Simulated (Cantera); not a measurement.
Charge: 1 mol CO2, 0.011 mol SO2, 2.1 mol H2, equilibrated at 2702 °C and 1 atm.

These are equilibrium values from Cantera (NASA tables, ideal gas, pure condensed phases), not measurements of a reactor. Candidate condensed phases: C, C6H6, C7H8, C8H18, H2O, H2SO4, S; 123 gas species. Rates play no part.

Base state: H2 0.332, CO 0.275, H2O 0.253, H 0.0837, CO2 0.0285, OH 0.0207, O 0.00321, SO 0.00146 (mole fractions); condensed: gas only.

### Question
What changes in the equilibrium state with this change: SO2 from 0.011 to 0.087 mol?

### Answer
```json
[
 {"species": "H2", "before": "0.332", "after": "0.307"},
 {"species": "CO", "before": "0.275", "after": "0.266"},
 {"species": "H2O", "before": "0.253", "after": "0.263"},
 {"species": "SO", "before": "0.00146", "after": "0.0112"},
 {"species": "CO2", "before": "0.0285", "after": "0.0311"},
 {"species": "OH", "before": "0.0207", "after": "0.0225"},
 {"species": "H", "before": "0.0837", "after": "0.0804"},
 {"species": "S2", "before": "5.65e-6", "after": "0.000261"},
 {"species": "SO2", "before": "0.000812", "after": "0.00705"},
 {"species": "S", "before": "0.000555", "after": "0.00377"}
]
```
